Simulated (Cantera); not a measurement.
Feed: 1 mol Fe2O3, 2 mol H2S, 0.28 mol O2, at 875 K and 44.3 Torr.

Equilibrium computed with Cantera from the NASA thermochemical tables; the gas is ideal and each condensed phase is pure. Candidate condensed phases: Fe, FeO, Fe(OH)2, Fe(OH)3, FeS, FeSO4, FeS2, Fe2O3, Fe2(SO4)3, Fe3O4, H2O, H2SO4, S; 22 gas species. FeS: taken at fixed stoichiometry. Gases not in the tables: S3 to S7. Rates play no part.

Base state: H2O 0.798, SO2 0.184, H2S 0.0115, S2 0.00570, H2 0.000994, S2O 0.000273 (mole fractions); condensed: FeS(s) + Fe3O4(s).

Question: What changes in the equilibrium state with this change: temperature from 875 K to 900 K?

Answer: 
```tsv
species	before	after
H2O	0.798	0.797
SO2	0.184	0.183
H2S	0.0115	0.0118
S2	0.00570	0.00658
H2	0.000994	0.00133
S2O	0.000273	0.000299
FeS(s), mol	1.49	1.48
Fe3O4(s), mol	0.171	0.172
```

Question: What changes in the equilibrium state with this change: temperature from 875 K to 800 K?

Answer: 
```tsv
species	before	after
H2O	0.798	0.913
SO2	0.184	0.0730
H2S	0.0115	0.0113
S2	0.00570	0.00167
S2O	0.000273	7.23e-5
H2	0.000994	0.000570
FeS(s), mol	1.49	0.285
Fe3O4(s), mol	0.171	0.318
FeS2(s), mol	0	0.763
```

Question: What changes in the equilibrium state with this change: O2 from 0.28 to 0.74 mol?

Answer: 
```
species          before     after
-------------  --------  --------
H2O               0.798     0.717
SO2               0.184     0.264
H2S              0.0115    0.0108
S2              0.00570   0.00760
S2O            0.000273  0.000406
H2             0.000994  0.000802
FeS(s), mol        1.49      1.20
Fe3O4(s), mol     0.171     0.266
```
